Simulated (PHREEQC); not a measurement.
Make-up at 25 °C: 0.28 mol Li2SO4 per kg of water. Closed to the air; pH follows from the charge balance.

The numbers come from PHREEQC with the ion-association model, phreeqc.dat.

```tsv
quantity	before	after
ionic strength (mol/kgw)	0.681	0.980
LiSO4- (mol/kgw)	0.0795	0.140
HSO4- (mol/kgw)	2.46e-7	2.71e-7
```

What was changed between the two runs?
A. diluted 2-fold with water
B. temperature from 25 to 55 °C
C. diluted 100-fold with water
D. Li2SO4 from 0.28 to 0.42 mol/kgw

D, Li2SO4 from 0.28 to 0.42 mol/kgw

Precipitation was switched off in this run. The ionic strength passes 0.7 mol/kgw, the rough limit of the ion-association models, in after.
